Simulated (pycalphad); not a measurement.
An equivalent pycalphad script:

```python
from pycalphad import Database, equilibrium, calculate, variables as v
import numpy as np
db = Database('COST507.tdb')
comps = ['TI', 'B', 'VA']
phases = ['B2M', 'B2TI', 'B4M3', 'B4TI3', 'BCC_A2', 'BETA_RHOMBO_B', 'BM', 'BTI', 'HCP_A3', 'LIQUID']
eq = equilibrium(db, comps, phases, {v.X('B'): 0.0064, v.T: np.arange(2850, 499, -40), v.P: 101325, v.N: 1}, output=['HM', 'SM'])
```

Source of the numbers: pycalphad with the COST 507 light-alloy database (1999); pressure 1 atm. These are 1990s assessments: newer ones move some temperatures and phases. Phase fractions are per mole of atoms. Kinetics are ignored, which matters at the lower temperatures.

Results at three of the temperatures:

```
T = 2210.00 K, P = 101325 Pa, N = 1 mol of atoms
G = -148445 J/mol, H = 81731 J/mol, S = 104.15 J/(mol K)  (SER reference)
chemical potentials (J/mol): Ti -147590, B -281093
phase             fraction      x(Ti)       x(B)
LIQUID              1.0000     0.9936     0.0064
```

```
T = 1890.00 K, P = 101325 Pa, N = 1 mol of atoms
G = -116387 J/mol, H = 56476 J/mol, S = 91.46 J/(mol K)  (SER reference)
chemical potentials (J/mol): Ti -115692, B -224320
phase             fraction      x(Ti)       x(B)
BCC_A2              0.7614     0.9992   0.000764
LIQUID              0.2386     0.9756     0.0244
```

```
T = 1010.00 K, P = 101325 Pa, N = 1 mol of atoms
G = -46296 J/mol, H = 19899 J/mol, S = 65.54 J/(mol K)  (SER reference)
chemical potentials (J/mol): Ti -45449, B -177850
phase             fraction      x(Ti)       x(B)
HCP_A3              0.9895     0.9988     0.0012
BM                  0.0105     0.5000     0.5000
```

Changes of the phase set, refined by bisection:

```json
[
 {"T (°C)": "1654.2", "phases above": "LIQUID", "phases below": "BCC_A2 + LIQUID"},
 {"T (°C)": "1541.0", "phases above": "BCC_A2 + LIQUID", "phases below": "BCC_A2 + BM"},
 {"T (°C)": "882.9", "phases above": "BCC_A2 + BM", "phases below": "BM + HCP_A3"}
]
```

Database names, with the compositions (at.%) that they take in these runs: BM: Ti 50 B 50. BCC_A2 is bcc; HCP_A3 is hcp.
